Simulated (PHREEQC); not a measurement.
0.013 g of hydrous ferric oxide (600 m²/g; 0.2 weak and 0.005 strong sites per Fe, Dzombak-Morel constants, diffuse double layer) in 1 kg of water with 0.01 mol/kgw of an inert sodium salt and 0.0022 mmol/kgw CuCl2, at 25 °C; the pH is set by adding NaOH or the inert anion's acid. Oxygen alone is held at its pressure in air (log pO2 = -0.68). No CO2 enters from the air. Nothing may precipitate in this run.

Model: ion-association model, wateq4f.dat, run in PHREEQC.

```csv
pH,Cu sorbed (%),surface charge σ (C/m²),surface potential ψ (mV)
3,0.0,0.324,203
3.67,0.0,0.255,193
4.33,0.5,0.178,175
5,6.4,0.114,152
5.67,34.1,0.068,127
6.33,79.1,0.040,100
7,96.0,0.020,68
7.67,97.2,0.008,32
8.33,97.0,-0.001,-4
9,96.6,-0.010,-41
9.67,95.9,-0.025,-76
10.33,94.5,-0.048,-108
11,91.0,-0.089,-137
```

The database's constant for dissolved Cu(OH)2 is higher than later reviews accept. The oxide is taken as insoluble; below pH 4 it would dissolve.
